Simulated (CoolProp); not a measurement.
Vapour-liquid equilibrium of methanol (1) + m-xylene (2) at 428.6 K; x and y are mole fractions of (1).

The numbers come from the multi-fluid Helmholtz-energy mixture model, de Reuck 1993 and Zhou 2012; pair parameters Bell 2016 in CoolProp.

```
x     bubble pressure (bar)  y at the bubble point  dew pressure at overall composition x (bar)  liquid density (mol/L)
----  ---------------------  ---------------------  -------------------------------------------  ----------------------
0.05                  3.829                  0.586                                        1.629                   7.177
0.2                   7.990                  0.799                                        1.953                   7.930
0.35                  10.01                  0.843                                        2.417                   8.879
0.5                   11.28                  0.867                                        3.160                   10.12
0.65                  12.43                  0.892                                        4.550                   11.84
0.8                   13.74                  0.926                                        8.025                   14.33
0.95                  15.29                  0.978                                        14.50                   18.16
```

No azeotrope shows between x = 0.05 and 0.95.

Pair parameters are fitted to limited data, so mixtures are less certain than the pure fluids. With so large a gap from Raoult's law the liquid may split in two, which this calculation doesn't test in full.
